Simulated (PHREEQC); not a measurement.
Leach liquor: an equilibrium model

Dissolve 110 mmol/kgw H2SO4 and 28 mmol/kgw FeSO4 at 25 °C. Closed to the air; pH follows from the charge balance.

All values are PHREEQC results (ion-association model, phreeqc.dat), not measurements.

pH: 1.03
ionic strength: 0.195 mol/kgw
specific conductance: 39800 µS/cm
density: 1.008 g/cm³
total alkalinity: -220 meq/kg

| species | molality | activity | log γ |
|---|---|---|---|
| H+ | 0.116 | 0.0929 | -0.098 |
| HSO4- | 0.0978 | 0.0731 | -0.126 |
| SO4-2 | 0.0274 | 0.00809 | -0.530 |
| Fe+2 | 0.0152 | 0.00501 | -0.482 |
| FeSO4 | 0.00690 | 0.00722 | 0.020 |
| FeHSO4+ | 0.00589 | 0.00441 | -0.126 |

No solid was allowed to form. Species that the database lacks are ignored.
